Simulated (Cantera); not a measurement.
Feed: 1 mol Al, 5 mol Cl2, held at 1473 K and 0.100 bar.

Method: chemical equilibrium by Gibbs-energy minimisation in Cantera with the NASA 1993 tables (ideal gas, pure condensed phases). Candidate condensed phases: Al, AlCl3; 8 gas species. The numbers say what is thermodynamically allowed, not how fast it happens.

Base state: Cl2 0.666, AlCl3 0.208, Cl 0.125 (mole fractions); condensed: gas only.

### Question
What changes in the equilibrium state with this change: temperature from 1473 K to 498.15 K?

### Answer
```json
[
 {"species": "Cl2", "before": "0.666", "after": "0.874"},
 {"species": "Al2Cl6", "before": "5.78e-6", "after": "0.124"},
 {"species": "AlCl3", "before": "0.208", "after": "0.00243"},
 {"species": "Cl", "before": "0.125", "after": "<1e-9"}
]
```

### Question
What changes in the equilibrium state with this change: 0.099 mol H2 added?

### Answer
```json
[
 {"species": "Cl2", "before": "0.666", "after": "0.633"},
 {"species": "AlCl3", "before": "0.208", "after": "0.204"},
 {"species": "Cl", "before": "0.125", "after": "0.122"},
 {"species": "HCl", "before": "0", "after": "0.0404"}
]
```
